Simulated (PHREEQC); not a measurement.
PHREEQC input (ion-association model, wateq4f.dat):

```
SOLUTION_MASTER_SPECIES
  An  An-  0  An  62.0  # stands for a non-complexing anion
SOLUTION_SPECIES
  An- = An-
    -log_k 0
    -gamma 3.0 0
PHASES
  Fix_H+
    H+ = H+
    -log_k 0
SOLUTION 1
  temp 25
  units mmol/kgw
  pH 7 charge
  S(6) 0.039
  Ag 0.078
  Na 300
  An 300
END
SELECTED_OUTPUT 1
  -reset false
  -pH true
  -pe true
  -ionic_strength true
  -water true
  -totals Ag Na S S(-2) S(6)
  -molalities Hfo_wOH Hfo_wOH2+ Hfo_wO- Hfo_sOH Hfo_sOH2+ Hfo_sO- Hfo_sOAg Hfo_wOAg Hfo_wSO4- Hfo_wOHSO4-2
  -saturation_indices Ag2O Ag2SO4 Mirabilite
USER_PUNCH 1
  -headings sigma psi
  10 PUNCH EDL("sigma", "Hfo"), EDL("psi", "Hfo")
PRINT
  -reset false
USE solution 1
SURFACE 1
  Hfo_wOH 9.21348e-05 600 0.041
  Hfo_sOH 2.30337e-06
EQUILIBRIUM_PHASES 1
  Fix_H+ -3 HAn 10
    -force_equality true
  O2(g) -0.68 10
END
# ... the last block is repeated for the other 16 points of pH, with NaOH or the acid as the point needs
```

Selected output (columns that matter, 17 of 17 rows; pH added in front):

```
pH	mu	Ag	Na	S	m_Hfo_wOH	m_Hfo_wOH2+	m_Hfo_wO-	m_Hfo_sOH	m_Hfo_sOH2+	m_Hfo_sO-	si_Ag2O	si_Mirabilite	sigma	psi
3	0.30141	7.8e-05	0.3	2.9344e-05	3.5681e-07	8.2122e-05	3.5515e-11	9.9645e-09	2.2934e-06	9.9182e-13	-15.07	-5.5404	0.29292	0.11405
3.5	0.30053	7.8e-05	0.3	2.941e-05	1.0989e-06	8.1445e-05	3.3966e-10	3.0663e-08	2.2726e-06	9.4777e-12	-14.07	-5.5315	0.28979	0.11358
4	0.30025	7.7999e-05	0.3	2.9832e-05	3.2444e-06	7.9719e-05	3.0248e-09	9.0034e-08	2.2123e-06	8.3942e-11	-13.07	-5.5227	0.28272	0.11237
4.5	0.30017	7.7992e-05	0.3	3.0917e-05	8.6309e-06	7.5398e-05	2.2634e-08	2.3569e-07	2.0589e-06	6.1808e-10	-12.07	-5.5064	0.26618	0.10936
5	0.30014	7.7945e-05	0.3	3.2908e-05	1.9124e-05	6.6793e-05	1.2543e-07	4.9985e-07	1.7458e-06	3.2785e-09	-11.07	-5.479	0.23581	0.10334
5.5	0.30012	7.773e-05	0.3	3.541e-05	3.3796e-05	5.4263e-05	4.822e-07	7.7727e-07	1.248e-06	1.109e-08	-10.073	-5.4471	0.19396	0.093724
6	0.30011	7.7145e-05	0.3	3.7458e-05	4.8356e-05	4.0914e-05	1.3093e-06	7.8047e-07	6.6035e-07	2.1132e-08	-9.0791	-5.4227	0.14757	0.080605
6.5	0.30011	7.6368e-05	0.3	3.8516e-05	5.9178e-05	2.9722e-05	2.6993e-06	4.679e-07	2.35e-07	2.1342e-08	-8.0879	-5.4106	0.10342	0.064426
7	0.3001	7.5782e-05	0.3	3.8881e-05	6.5756e-05	2.1461e-05	4.6156e-06	1.9216e-07	6.2714e-08	1.3488e-08	-7.0946	-5.4065	0.065398	0.045922
7.5	0.3001	7.5183e-05	0.3	3.8975e-05	6.8935e-05	1.5589e-05	6.9834e-06	6.6665e-08	1.5075e-08	6.7534e-09	-6.1015	-5.4054	0.033601	0.02577
8	0.3001	7.3846e-05	0.3	3.8995e-05	6.9238e-05	1.1256e-05	9.7565e-06	2.2043e-08	3.5836e-09	3.1061e-09	-5.1172	-5.4052	0.0058496	0.0046702
8.5	0.3001	7.0309e-05	0.30002	3.8999e-05	6.6052e-05	7.6937e-06	1.2991e-05	7.3836e-09	8.6003e-10	1.4522e-09	-4.1599	-5.4051	-0.020787	-0.016342
9	0.30012	6.2486e-05	0.30004	3.9e-05	5.7572e-05	4.509e-06	1.684e-05	2.6354e-09	2.0641e-10	7.7086e-10	-3.2628	-5.405	-0.048371	-0.035723
9.5	0.30015	5.0373e-05	0.30009	3.9e-05	4.3345e-05	2.0057e-06	2.1459e-05	1.0362e-09	4.7949e-11	5.1301e-10	-2.4512	-5.4049	-0.076308	-0.051781
10	0.30025	3.8003e-05	0.30021	3.9e-05	2.717e-05	6.3491e-07	2.6636e-05	4.3653e-10	1.0201e-11	4.2795e-10	-1.7001	-5.4047	-0.10199	-0.063807
10.5	0.30058	2.9192e-05	0.30055	3.9e-05	1.4013e-05	1.4293e-07	3.1473e-05	1.8251e-10	1.8616e-12	4.0991e-10	-0.9425	-5.404	-0.12289	-0.072087
11	0.30158	2.4739e-05	0.30156	3.9e-05	6.0391e-06	2.3794e-08	3.5114e-05	7.1784e-11	2.8283e-13	4.1738e-10	-0.132	-5.4022	-0.13764	-0.077228
```

Complexes and solids missing from the database can't appear. The oxide is taken as insoluble; below pH 4 it would dissolve.
